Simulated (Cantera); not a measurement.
Charge: 1 mol Nb2O5, 940 mol H2, 0.84 mol H2O, held at 750 °C and 0.660 bar.

Cantera equilibrium calculation (NASA polynomials, part measured and part estimated; ideal gas, pure solids and liquids). Candidate condensed phases: H2O, Nb, NbO, NbO2, Nb2O5; 12 gas species. Condensed phases not in the tables: the oxides between NbO2 and Nb2O5. The numbers say what is thermodynamically allowed, not how fast it happens.

Base state: H2 0.998, H2O 0.00196 (mole fractions); condensed: NbO2(s).

**Question.** What changes in the equilibrium state with this change: Nb2O5 replaced by SiO2?

**Answer.** 
```tsv
species	before	after
H2	0.998	0.999
H2O	0.00196	0.000893
NbO2(s), mol	2.00	0
SiO2(β-quartz), mol	0	1.00
```
Further candidate phases: Si, SiO2.
